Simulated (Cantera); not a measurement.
## Ignition delay

Mixture: 13.1 % CO, 3.15 % H2, 0.722 % CH4, 17.5 % O2, 65.5 % N2, equivalence ratio 0.55, at 1.10 bar, adiabatic and at constant volume. Ignition delay is the time to a rise of 400 K.

Detailed kinetics in Cantera: GRI-Mech 3.0 (53 species, 325 reactions). Where the delays flatten at high temperature, the 400 K rule measures the pace of heat release, not the induction time.

| T0 (K) | delay (ms) |
|---|---|
| 1225 | 0.0958 |
| 1325 | 0.0653 |
| 1425 | 0.0508 |
| 1525 | 0.0433 |
| 1625 | 0.0397 |
| 1725 | 0.0388 |
| 1825 | 0.0401 |
